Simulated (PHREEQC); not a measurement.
A made-up water analysis in mmol/kgw, 20 °C, pH 2.89, pe 8.1:

| constituent | mmol/kgw |
|---|---|
| Na | 2.65 |
| K | 5.86 |
| Ca | 5.24 |
| Mg | 0.722 |
| Cl | 3.15 |
| S(6) | 9.68 |
| Sr | 0.0518 |
| Mn(2) | 0.2 |

Valence states are taken as typed.

The numbers come from PHREEQC with the ion-association model, phreeqc.dat.

Precipitation was switched off in this run.

**Question.** Order these Ca species by the share of Ca that they hold, largest first: Ca+2, CaSO4, CaHSO4+.

**Answer.** Ca+2 (74 %), CaSO4 (26 %), CaHSO4+ (0.24 %)

The pH is 2.89 and the ionic strength 0.0306 mol/kgw.
